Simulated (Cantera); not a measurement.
**Adiabatic ignition**

An adiabatic, constant-pressure homogeneous reactor starts with CH4 : H2 : O2 : N2 = 1 : 0.13 : 6.45 : 24.3 (molar parts), equivalence ratio 0.32, at 1500 K and 7.50 bar.

Model: GRI-Mech 3.0 (53 species, 325 reactions), integrated in Cantera.

```csv
t (s),T (K),x CH4,x H2,x O2,x H,x CO,x C2H4,x H2O
2.00e-6,1500,0.0314,0.00408,0.202,1.05e-8,7.39e-11,7.67e-12,2.58e-7
6.83e-6,1500,0.0314,0.00408,0.202,2.52e-8,3.59e-9,6.52e-10,2.18e-6
2.33e-5,1500,0.0313,0.00407,0.202,1.93e-7,4.96e-7,1.43e-7,4.16e-5
7.95e-5,1528,0.0269,0.00421,0.199,1.19e-5,0.00109,0.000256,0.00460
0.000271,2187,<1e-12,6.88e-5,0.137,1.60e-5,0.000173,<1e-12,0.0658
0.000926,2187,<1e-12,6.85e-5,0.137,1.59e-5,0.000170,<1e-12,0.0658
0.00316,2186,<1e-12,6.84e-5,0.137,1.58e-5,0.000170,<1e-12,0.0658
0.0108,2185,<1e-12,6.79e-5,0.137,1.57e-5,0.000168,<1e-12,0.0658
0.0368,2181,<1e-12,6.65e-5,0.136,1.52e-5,0.000164,<1e-12,0.0658
0.126,2173,<1e-12,6.35e-5,0.134,1.41e-5,0.000156,<1e-12,0.0658
0.429,2167,<1e-12,6.14e-5,0.133,1.34e-5,0.000150,<1e-12,0.0659
1.46,2166,<1e-12,6.13e-5,0.133,1.34e-5,0.000150,<1e-12,0.0659
5.00,2166,<1e-12,6.13e-5,0.133,1.34e-5,0.000150,<1e-12,0.0659
```
x: mole fraction; the columns are a selection and need not sum to one.

The time of steepest temperature rise is 0.102 ms and the temperature at 5.00 s is 2166 K. The equilibrium temperature comes out as 2166 K and the x(CH4) at 5.00 s is <1e-12 (gas-phase equilibrium <1e-12). The x(H2) at 5.00 s is 6.13e-5 (gas-phase equilibrium 6.13e-5). The x(O2) at 5.00 s is 0.133 (gas-phase equilibrium 0.133).
